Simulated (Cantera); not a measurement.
A perfectly stirred reactor is fed with H2 : O2 : N2 = 0.31 : 1 : 1.1 (molar parts), equivalence ratio 0.15, at 1.00 bar; it is held at 1350 K, and followed from long to short residence time.

Computed with Cantera and the H2/O2 subset of GRI-Mech 3.0, which has no nitrogen chemistry. The temperature is held fixed by assumption; the heat of reaction is taken as removed at once.

Question: What does this change do: pressure from 1.00 bar to 0.430 bar?

Answer: 
```csv
quantity,before,after
x(H2) at τ = 2.10 s,1.90e-5,2.63e-5
x(O2) at τ = 2.10 s,0.375,0.375
x(OH) at τ = 2.10 s,0.000131,0.000246
x(H) at τ = 2.10 s,1.12e-7,5.91e-7
x(H2O2) at τ = 2.10 s,1.15e-7,1.31e-7
x(H2) at τ = 10.0 ms,0.000630,0.000821
x(O2) at τ = 10.0 ms,0.374,0.374
x(OH) at τ = 10.0 ms,0.000761,0.00148
x(H) at τ = 10.0 ms,2.42e-5,0.000130
x(H2O2) at τ = 10.0 ms,1.34e-6,1.20e-6
```
